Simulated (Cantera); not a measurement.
**Ammonia decomposition in nitride growth gas**

An isothermal, constant-pressure homogeneous reactor starts with 69.4 % NH3, 30.6 % H2, at 1525 K and 113 Torr.

Model: the gas-phase N/H chemistry of the illustrative SiF4/NH3 mechanism in the Surface Chemkin manual (1991), integrated in Cantera. Walls and surfaces, which speed up NH3 decomposition in real reactors, are not modelled.

```tsv
t (s)	x NH3	x H2	x N2	x H	x N2H2
4.00e-6	0.694	0.306	<1e-12	2.45e-9	<1e-12
1.53e-5	0.694	0.306	<1e-12	6.90e-9	<1e-12
5.87e-5	0.694	0.306	<1e-12	2.39e-8	<1e-12
0.000225	0.694	0.306	<1e-12	8.88e-8	6.95e-12
0.000862	0.694	0.306	2.07e-10	3.37e-7	2.28e-10
0.00330	0.694	0.306	2.36e-8	1.29e-6	4.62e-9
0.0126	0.694	0.306	1.67e-6	4.79e-6	7.23e-8
0.0485	0.694	0.306	5.92e-5	1.06e-5	3.78e-7
0.186	0.693	0.307	0.000400	1.09e-5	3.98e-7
0.711	0.689	0.310	0.00170	1.10e-5	3.93e-7
2.73	0.672	0.321	0.00657	1.15e-5	3.76e-7
10.4	0.615	0.362	0.0235	1.33e-5	3.20e-7
40.0	0.457	0.473	0.0701	1.90e-5	1.90e-7
```
x: mole fraction; the columns are a selection and need not sum to one.

Equilibrium at this temperature and pressure: NH3 2.73e-6, H2 0.795, N2 0.205, H 5.48e-5, N2H2 <1e-12 (gas phase only).
